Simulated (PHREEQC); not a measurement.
NaOH is added in steps, without added water, to 1 kg of water holding 4.2 mmol/kgw NaHCO3 and 0.013 mmol/kgw Na2B4O7, at 60 °C. Oxygen alone is held at its pressure in air (log pO2 = -0.68). No CO2 enters from the air. Solids allowed: Nahcolite, Natron. Others were left out.

Base run: PHREEQC, ion-association model, wateq4f.dat. Each further column changes one thing. The table gives CO3-2 (mol/kgw).

```tsv
NaOH added (mol)	base	metal-ligand complexes left out	database pitzer.dat	database phreeqc.dat	Davies equation for every ion
0	4.82e-5	5.42e-5	5.62e-5	4.81e-5	4.84e-5
0.001125	0.000672	0.000841	0.000844	0.000666	0.000674
0.002475	0.00133	0.00172	0.00172	0.00132	0.00134
0.0036	0.00175	0.00230	0.00230	0.00173	0.00176
0.004725	0.00202	0.00275	0.00274	0.00200	0.00203
0.006075	0.00220	0.00311	0.00312	0.00218	0.00221
0.0072	0.00226	0.00332	0.00333	0.00224	0.00228
```

Away from 25 °C the constants follow the database's enthalpies or fits; those with neither stay at their 25 °C values. pitzer.dat has no redox and few complexes: it carries them in its interaction parameters. phreeqc.dat and wateq4f.dat share most of their constants, so their agreement is no independent check. Solids allowed in the column 'database pitzer.dat': Nahcolite, Natron, Trona, Borax, Boric_acid,s, NaBO2:4H2O, NaB5O8:5H2O.
